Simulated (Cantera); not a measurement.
Charge: 1 mol H2S, 0.56 mol O2, equilibrated at 2800 K and 40.0 Pa.

Equilibrium computed with Cantera from the NASA thermochemical tables; the gas is ideal and each condensed phase is pure. Candidate condensed phases: H2O, H2SO4, S; 19 gas species. Rates play no part.

Base state: H 0.490, O 0.213, S 0.205, SO 0.0548, H2 0.0144, OH 0.00994, O2 0.00617, SO2 0.00327 (mole fractions); condensed: gas only.

Task: What changes in the equilibrium state with this change: O2 from 0.56 to 2.1 mol?

Result: 
```
species    before     after
-------  --------  --------
O           0.213     0.502
H           0.490     0.288
S           0.205    0.0909
O2        0.00617    0.0342
H2         0.0144   0.00495
OH        0.00994    0.0137
SO         0.0548    0.0572
S2       0.000921  0.000181
SH       0.000918  0.000239
```
